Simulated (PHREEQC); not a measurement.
Make-up at 25 °C: 1.6 mmol/kgw KOH and 0.43 mmol/kgw H4SiO4. Closed to the air; pH follows from the charge balance.

Model: ion-association model, phreeqc.dat, run in PHREEQC.

```tsv
quantity	before	after
pH	11.05	10.76
H3SiO4- (mol/kgw)	0.000403	0.000192
H4SiO4 (mol/kgw)	2.33e-5	2.18e-5
H2SiO4-2 (mol/kgw)	3.51e-6	8.34e-7
SI of Quartz (SiO2)	-0.65	-0.68
```

Name the change that produced these shifts.
(A) diluted 2-fold with water
(B) H4SiO4 from 0.00043 to 8.6e-05 mol/kgw
(C) KOH from 0.0016 to 0.016 mol/kgw

A, diluted 2-fold with water

This is a speciation only: nothing precipitates in the calculation.
